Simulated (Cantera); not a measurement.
A Cantera script and what it prints.

```python
import numpy as np
import cantera as ct

gas_names = """
    Cu CuO Cu2 H HO2 H2 H2O H2O2 O OH O2 O3
""".split()
cond_names = """
    Cu(cr) Cu(L) CuO(s) CuO2H2(s) Cu2O(s) Cu2O(L) H2O(s) H2O(L)
""".split()


# ... load() reads the species with a 1 bar reference pressure and builds the phases ...
atoms = {
    'Cu': {'Cu': 1},
    'H2O': {'H': 2, 'O': 1},
    'H2': {'H': 2},
}
top_T = {'CuO(s)': 1390}  # K; cautious upper limits of use, not melting points


# ... equilibrate(T, P, feed) seeds the gas with the atoms and calls Mixture.equilibrate('TP', solver="vcs", rtol=1e-11, max_steps=5000) ...
results = []
feed = {'Cu': 1, 'H2O': 29, 'H2': 230}  # mol
T = 1023.15  # K
P = 170000  # Pa
mix = equilibrate(T, P, feed)
results.append((T, P, feed, dict(zip(mix.species_names, mix.species_moles))))
print(gas.report(threshold=0.0001))
for i in range(1, mix.n_phases):
    print(f"{mix.phase(i).name:16s} {mix.phase_moles(i):12.5e} mol")
```

It prints:

```
       temperature   1023.1 K
          pressure   1.7e+05 Pa
           density   0.076086 kg/m^3
  mean mol. weight   3.8074 kg/kmol
   phase of matter   gas

                          1 kg             1 kmol
                     ---------------   ---------------
          enthalpy       -1.3307e+06       -5.0664e+06  J
   internal energy        -3.565e+06       -1.3573e+07  J
           entropy             45413        1.7291e+05  J/K
    Gibbs function       -4.7795e+07       -1.8197e+08  J
 heat capacity c_p            8284.9             31544  J/K
 heat capacity c_v            6101.2             23230  J/K

                      mass frac. Y      mole frac. X     chem. pot. / RT
                     ---------------   ---------------   ---------------
                H2           0.47021           0.88803           -17.151
               H2O           0.52979           0.11197           -55.022
     [  +10 minor]        1.1792e-09        3.0274e-09

Cu(cr)            1.00000e+00 mol
CuO(s)            0.00000e+00 mol
CuO2H2(s)         0.00000e+00 mol
Cu2O(s)           0.00000e+00 mol
```

Equilibrium computed with Cantera from the NASA thermochemical tables; the gas is ideal and each condensed phase is pure.
